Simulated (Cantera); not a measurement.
A closed system holds: 1 mol Ta(OEt)5, 0.93 mol CO2, 170 mol H2, held at 2427 °C and 101000 Pa.

These are equilibrium values from Cantera (NASA tables, ideal gas, pure condensed phases), not measurements of a reactor. Candidate condensed phases: C, C6H6, C7H8, C8H18, H2O, Ta, TaC, Ta2O5; 113 gas species. The feed counts by its element totals alone. TaC: taken at fixed stoichiometry. Condensed phases not in the tables: Ta2C. Equilibrium is a limit: real reactors are often held back by kinetics, nucleation or transport.

Base state: H2 0.903, H 0.0536, CO 0.0353, C2H2 (acetylene) 0.00770, CH3 5.65e-5, CH4 5.55e-5, C2H 4.86e-5, C4H2 2.73e-5 (mole fractions); condensed: TaC(s).

Problem. What changes in the equilibrium state with this change: temperature from 2427 °C to 2600 °C?

Solution. 
```
species             before     after
-----------------  -------  --------
H2                   0.903     0.861
H                   0.0536    0.0969
CO                  0.0353    0.0345
C2H                4.86e-5  0.000119
CH2                7.33e-6   1.44e-5
CH4                5.55e-5   3.05e-5
C2H2 (vinylidene)  1.12e-5   1.73e-5
C2H2 (acetylene)   0.00770   0.00745
TaC(s), mol           1.00      1.00
```
